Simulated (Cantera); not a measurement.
Standard-state values (1 bar) from the NASA 1993 polynomials, evaluated with Cantera. Values are per mole of reaction as written; species without (g) are pure solids or liquids, kept so even where they would boil at 1 bar.

**Question.** Between 300 and 1298 K, where is each reaction favourable under standard conditions?
- 2 K₂SO₄ ⇌ 8 O(g) + S₂(g) + 4 K

**Answer.** 
- 2 K₂SO₄ ⇌ 8 O(g) + S₂(g) + 4 K: ΔG° is 4570 kJ at 300 K and 3129 kJ at 1298 K; it stays positive (K < 1). ΔH° is 4950 kJ and ΔS° 1403 J/K at 1298 K.
